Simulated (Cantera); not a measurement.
Charge: 1 mol SiH2Cl2, 200 mol H2, at 0.150 bar.

Cantera equilibrium calculation (NASA polynomials, part measured and part estimated; ideal gas, pure solids and liquids). Candidate condensed phases: Si; 19 gas species. Gases not in the tables: Si2H6 and higher silanes. The numbers say what is thermodynamically allowed, not how fast it happens.

### Question
At 1550 °C, list the 7 most abundant gas species with their mole fractions, and the condensed phases.

### Answer
H2 0.989, HCl 0.00935, H 0.00111, SiCl2 0.000265, SiH2 3.47e-5, Si 2.95e-5, SiH 1.21e-5. Condensed: Si(l).
